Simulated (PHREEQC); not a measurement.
Consider water at 85 °C and 100 atm with 120 mmol/kgw Na2CO3, 0.077 mmol/kgw K2SO4 and 0.15 mmol/kgw H4SiO4. Closed to the air; pH follows from the charge balance.

Model: Pitzer model, pitzer.dat, run in PHREEQC.

Each row changes one thing in this solution. This is a speciation only: nothing precipitates in the calculation.

```json
[
 {"case": "as made", "pH": "10.44", "ionic strength (mol/kgw)": "0.346", "CO3-2 (mol/kgw)": "0.106", "HCO3- (mol/kgw)": "0.0141", "H3SiO4- (mol/kgw)": "0.000127", "H2SiO4-2 (mol/kgw)": "1.93e-5", "SI of SiO2(a) (SiO2)": "-3.17"},
 {"case": "H4SiO4 from 0.00015 to 0.0015 mol/kgw", "pH": "10.41", "ionic strength (mol/kgw)": "0.346", "CO3-2 (mol/kgw)": "0.105", "HCO3- (mol/kgw)": "0.0148", "H3SiO4- (mol/kgw)": "0.00128", "H2SiO4-2 (mol/kgw)": "0.000184", "SI of SiO2(a) (SiO2)": "-2.14"},
 {"case": "K2SO4 from 7.7e-05 to 0.000116 mol/kgw", "pH": "10.44", "ionic strength (mol/kgw)": "0.346", "CO3-2 (mol/kgw)": "0.106", "HCO3- (mol/kgw)": "0.0141", "H3SiO4- (mol/kgw)": "0.000127", "H2SiO4-2 (mol/kgw)": "1.93e-5", "SI of SiO2(a) (SiO2)": "-3.17"},
 {"case": "temperature from 85 to 55 °C", "pH": "10.79", "ionic strength (mol/kgw)": "0.353", "CO3-2 (mol/kgw)": "0.113", "HCO3- (mol/kgw)": "0.00728", "H3SiO4- (mol/kgw)": "0.000133", "H2SiO4-2 (mol/kgw)": "1.39e-5", "SI of SiO2(a) (SiO2)": "-3.05"},
 {"case": "diluted 100-fold with water", "pH": "9.41", "ionic strength (mol/kgw)": "0.00265", "CO3-2 (mol/kgw)": "0.000245", "HCO3- (mol/kgw)": "0.000955", "H3SiO4- (mol/kgw)": "9.78e-7", "H2SiO4-2 (mol/kgw)": "3.59e-9", "SI of SiO2(a) (SiO2)": "-4.06"},
 {"case": "Na2CO3 from 0.12 to 0.012 mol/kgw", "pH": "[?]", "ionic strength (mol/kgw)": "0.0316", "CO3-2 (mol/kgw)": "0.00738", "HCO3- (mol/kgw)": "0.00462", "H3SiO4- (mol/kgw)": "0.000132", "H2SiO4-2 (mol/kgw)": "3.05e-6", "SI of SiO2(a) (SiO2)": "[?]"}
]
```

Problem. Fill in the missing entries.

Solution. 
- Na2CO3 from 0.12 to 0.012 mol/kgw, pH: 10.03
- Na2CO3 from 0.12 to 0.012 mol/kgw, SI of SiO2(a) (SiO2): -2.60

Under pressure, the constants of complexes without a molar volume in the database are unreliable. Constants without temperature data keep their 25 °C values here.
